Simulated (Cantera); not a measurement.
# Hydrocarbon pyrolysis for carbon deposition

A perfectly stirred reactor is fed with C₂H₆ : N₂ = 1 : 200 (molar parts), at 3200 Pa; it is held at 1750 K, and followed from long to short residence time.

Cantera simulation using GRI-Mech 3.0 (53 species, 325 reactions); the numbers are that mechanism's predictions, not measurements. GRI-Mech 3.0 stops at C3 and has no aromatics, soot or wall deposition, so with more carbon than oxygen in the feed, carbon stays in small species such as C2H2 where larger ones or solid carbon would form. Radical loss at walls, strong at low pressure, is not modelled.

```tsv
τ (s)	x C₂H₆	x C₂H₄	x CH₄	x C₂H	x C₂H₂	x H	x HCN
2.8	6.20e-7	4.90e-6	0.000138	6.21e-7	0.00451	0.000186	0.000619
1.0	1.68e-6	1.24e-5	0.000199	7.10e-7	0.00456	0.000207	0.000419
0.39	4.16e-6	2.87e-5	0.000273	8.09e-7	0.00454	0.000232	0.000290
0.14	1.10e-5	6.92e-5	0.000373	9.41e-7	0.00444	0.000266	0.000192
0.053	2.76e-5	0.000154	0.000482	1.09e-6	0.00425	0.000306	0.000128
0.020	6.86e-5	0.000328	0.000588	1.25e-6	0.00388	0.000353	8.28e-5
0.0074	0.000172	0.000657	0.000654	1.37e-6	0.00324	0.000400	5.07e-5
```
x: mole fraction; the columns are a selection and need not sum to one.
